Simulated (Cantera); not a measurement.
**Ignition delay**

Mixture: CH4 : CO : O2 : N2 = 1 : 0.14 : 1.38 : 5.19 (molar parts), equivalence ratio 1.5, at 1.01 bar, adiabatic and at constant pressure. Ignition delay is the time to a rise of 400 K.

Computed with Cantera and GRI-Mech 3.0 (53 species, 325 reactions).

```
T0 (K)  delay (ms)
------  ----------
1323          11.7
1373          6.18
1423          3.37
1473          1.91
1523          1.12
1573         0.684
1623         0.435
1673         0.288
1723         0.197
```

```json
{
  "apparent activation energy between 1623 and 1723 K": "180 kJ/mol"
}
```
